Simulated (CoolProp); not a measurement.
Vapour pressure (bar) of oxygen: the reference equation beside estimates from Tc = 154.6 K, pc = 50.46 bar, ω = 0.022. Clausius-Clapeyron is anchored at 104.2 K with a constant enthalpy of vaporisation of 6.320 kJ/mol.

Values from CoolProp's reference Helmholtz-energy equation of state, Schmidt 1985.

```json
[
 {"T (K)": "99.6", "reference": "?", "Clausius-Clapeyron": "2.542", "Redlich-Kwong": "2.101", "Soave-Redlich-Kwong": "?"},
 {"T (K)": "101.9", "reference": "2.970", "Clausius-Clapeyron": "3.020", "Redlich-Kwong": "2.599", "Soave-Redlich-Kwong": "2.950"},
 {"T (K)": "104.2", "reference": "3.561", "Clausius-Clapeyron": "3.561", "Redlich-Kwong": "3.179", "Soave-Redlich-Kwong": "3.545"},
 {"T (K)": "106.5", "reference": "4.234", "Clausius-Clapeyron": "4.168", "Redlich-Kwong": "3.849", "Soave-Redlich-Kwong": "4.225"},
 {"T (K)": "108.8", "reference": "4.998", "Clausius-Clapeyron": "4.847", "Redlich-Kwong": "4.616", "Soave-Redlich-Kwong": "4.998"},
 {"T (K)": "111.1", "reference": "5.858", "Clausius-Clapeyron": "5.601", "Redlich-Kwong": "5.486", "Soave-Redlich-Kwong": "5.869"},
 {"T (K)": "113.5", "reference": "6.865", "Clausius-Clapeyron": "6.473", "Redlich-Kwong": "?", "Soave-Redlich-Kwong": "6.891"},
 {"T (K)": "115.8", "reference": "7.944", "Clausius-Clapeyron": "7.394", "Redlich-Kwong": "?", "Soave-Redlich-Kwong": "7.987"},
 {"T (K)": "118.1", "reference": "9.141", "Clausius-Clapeyron": "8.403", "Redlich-Kwong": "8.854", "Soave-Redlich-Kwong": "9.204"},
 {"T (K)": "120.4", "reference": "10.46", "Clausius-Clapeyron": "9.502", "Redlich-Kwong": "10.22", "Soave-Redlich-Kwong": "10.55"},
 {"T (K)": "122.7", "reference": "11.92", "Clausius-Clapeyron": "?", "Redlich-Kwong": "?", "Soave-Redlich-Kwong": "12.03"},
 {"T (K)": "125", "reference": "13.51", "Clausius-Clapeyron": "11.99", "Redlich-Kwong": "13.38", "Soave-Redlich-Kwong": "13.65"}
]
```

**Question.** What belongs in the gaps?

**Answer.** 
- 99.6, reference: 2.456
- 99.6, Soave-Redlich-Kwong: 2.432
- 113.5, Redlich-Kwong: 6.514
- 115.8, Redlich-Kwong: 7.621
- 122.7, Clausius-Clapeyron: 10.70
- 122.7, Redlich-Kwong: 11.73

Absolute difference from the reference over all 12 rows, mean and median: Clausius-Clapeyron 5.5 and 5.0 %, Redlich-Kwong 6.5 and 5.7 %, Soave-Redlich-Kwong 0.6 and 0.6 %.
